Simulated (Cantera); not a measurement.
Feed: 1 mol Si, 5.5 mol CO, a varied amount of N2, at 1300 °C and 1.20 bar.

Cantera equilibrium calculation (NASA polynomials, part measured and part estimated; ideal gas, pure solids and liquids). Candidate condensed phases: C, Si, SiC, SiO2, Si2N2O, Si3N4; 34 gas species. Mutual solubility and eutectic melting of coexisting phases are not modelled. The tables hold silica as quartz up to 1696 K and as liquid above; real silica turns to tridymite and cristobalite and melts near 1996 K. Kinetics and transport are ignored.

log p: log10 of the partial pressure in bar; n: condensed amount in mol.

```csv
n(N2) (mol),log p CO,log p N2,log p CO2,log p SiO,log p C2N2,n C(graphite),n SiO2(β-quartz),n Si2N2O(s)
1.1,-0.04,-0.54,-3.52,-4.87,-8.50,2.00,1.000,0
1.6,-0.08,-0.42,-3.61,-4.82,-8.38,2.00,1.000,0
2.2,-0.13,-0.33,-3.71,-4.77,-8.29,2.00,1.000,0
2.8,-0.16,-0.29,-3.77,-4.75,-8.24,1.82,0.880,[?]
3.3,-0.16,-0.29,-3.77,-4.75,-8.24,1.36,0.571,[?]
3.9,-0.16,-0.29,-3.77,-4.75,-8.24,0.800,0.199,[?]
4.5,-0.18,-0.27,-3.80,-4.76,-8.23,0.501,0,0.500
5,-0.20,-0.25,-3.84,-4.79,-8.20,0.501,0,0.500
```

Q: Some entries are withheld; supply them.

A: 
- 2.8, n Si2N2O(s): 0.0601
- 3.3, n Si2N2O(s): 0.215
- 3.9, n Si2N2O(s): 0.400
